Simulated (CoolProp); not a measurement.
Dimethyl carbonate at 362.79 K and 0.0425 MPa is throttled through a valve to 0.0278 MPa with no heat exchange. Each further row changes one setting.

The numbers come from the reference Helmholtz-energy equation of state, Zhou 2011 in CoolProp.

```csv
case,temperature change (K),final density (kg/m³)
as stated,-0.3,0.838
outlet pressure 0.00834 MPa,-0.8,0.250
outlet pressure 0.0361 MPa,-0.2,1.09
```
